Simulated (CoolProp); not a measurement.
R123 at 293.15 K and 0.0189 MPa flows at 15 m/s in a round tube of 20 mm bore and 0.25 µm roughness, fully developed (64/Re and Nu = 3.66 if laminar; Colebrook and Gnielinski if turbulent). Each further row changes one setting.

Model: reference Helmholtz-energy equation of state, Younglove 1994, in CoolProp. It is a modified Benedict-Webb-Rubin equation, recast in Helmholtz form.

| case | Reynolds number | Darcy friction factor | pressure drop (Pa/m) | heat-transfer coefficient (W/(m² K)) | mass flow (kg/h) |
|---|---|---|---|---|---|
| as stated | … | … | … | 36.8 | … |
| velocity 30 m/s | 67700 | 0.0196 | … | 63.6 | 40.6 |
| diameter 40 mm | 67700 | 0.0196 | … | … | … |

**Question.** Complete the blanks.

**Answer.** 
- as stated, Reynolds number: 33900
- as stated, Darcy friction factor: 0.0229
- as stated, pressure drop (Pa/m): 154
- as stated, mass flow (kg/h): 20.3
- velocity 30 m/s, pressure drop (Pa/m): 527
- diameter 40 mm, pressure drop (Pa/m): 65.8
- diameter 40 mm, heat-transfer coefficient (W/(m² K)): 31.8
- diameter 40 mm, mass flow (kg/h): 81.2

Viscosity comes from a separate model (Tanaka 1996). Thermal conductivity comes from a separate model (Laesecke 1996).
